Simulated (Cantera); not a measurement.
A perfectly stirred reactor is fed with C2H6 : N2 = 1 : 190 (molar parts), at 150000 Pa; it is held at 1075 K, and followed from long to short residence time.

Model: GRI-Mech 3.0 (53 species, 325 reactions), integrated in Cantera. GRI-Mech 3.0 stops at C3 and has no aromatics, soot or wall deposition, so with more carbon than oxygen in the feed, carbon stays in small species such as C2H2 where larger ones or solid carbon would form.

```tsv
quantity	before	after
x(C2H6) at τ = 2.40 s	0.000841	0.000409
x(C2H2) at τ = 2.40 s	0.000956	0.000499
x(C2H4) at τ = 2.40 s	0.00326	0.00139
x(H) at τ = 2.40 s	6.80e-8	6.09e-8
x(HCN) at τ = 2.40 s	<1e-12	1.21e-12
x(C2H6) at τ = 75.0 ms	0.00438	0.00203
x(C2H2) at τ = 75.0 ms	1.63e-5	5.54e-6
x(C2H4) at τ = 75.0 ms	0.000820	0.000320
x(H) at τ = 75.0 ms	7.76e-8	6.50e-8
x(HCN) at τ = 75.0 ms	<1e-12	1.79e-12
```

Name the change that produced these shifts.
(A) temperature 1075 to 1350 K
(B) pressure from 150000 Pa to 13300 Pa
(C) C2H6 1 to 0.45 parts
(D) temperature 1075 to 1698 K

C, C2H6 1 to 0.45 parts
